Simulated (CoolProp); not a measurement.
Ethylene along the isobar 179 bar: fugacity coefficient from the reference equation and from simpler models built on Tc = 282.4 K, pc = 50.42 bar, ω = 0.087; each cubic takes its own stable root.

Values from CoolProp's reference Helmholtz-energy equation of state, Smukala 2000.

```tsv
T (K)	phase	reference	van der Waals	Redlich-Kwong	Soave-Redlich-Kwong	Peng-Robinson
160.9	liquid	0.006168	0.04321	0.006228	0.006244	0.006005
166.1	liquid	0.008427	0.05047	0.008687	0.008542	0.008166
171.4	liquid	0.01132	0.05854	0.01187	0.01149	0.01093
176.7	liquid	0.01488	0.06727	0.01581	0.01514	0.01432
181.9	liquid	0.01911	0.07646	0.02051	0.01947	0.01835
187.2	liquid	0.02423	0.08645	0.02621	0.02474	0.02324
192.5	liquid	0.03023	0.09705	0.03290	0.03094	0.02897
197.7	liquid	0.03704	0.1080	0.04046	0.03799	0.03547
203	liquid	0.04495	0.1197	0.04923	0.04620	0.04305
208.2	liquid	0.05371	0.1318	0.05889	0.05532	0.05144
213.5	liquid	0.06368	0.1445	0.06983	0.06573	0.06102
218.8	liquid	0.07471	0.1577	0.08185	0.07726	0.07163
```
